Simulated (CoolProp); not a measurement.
Vapour-liquid equilibrium of R113 (1) + n-heptane (2) at 310.6 K; x and y are mole fractions of (1).

Model: multi-fluid Helmholtz-energy mixture model, Marx 1992 and Span 2003; pair parameters Bell 2016, in CoolProp.

**Question.** Give the bubble pressure and the first vapour's composition at x = 0.125, 0.275, 0.8. Is there an azeotrope?

**Answer.** x = 0.125: 0.02107 MPa, y = 0.538; x = 0.275: 0.03192 MPa, y = 0.741; x = 0.8: 0.06105 MPa, y = 0.952. No azeotrope shows between x = 0.05 and 0.95.

The pair parameters rest on a limited set of measurements; away from them the model extrapolates.
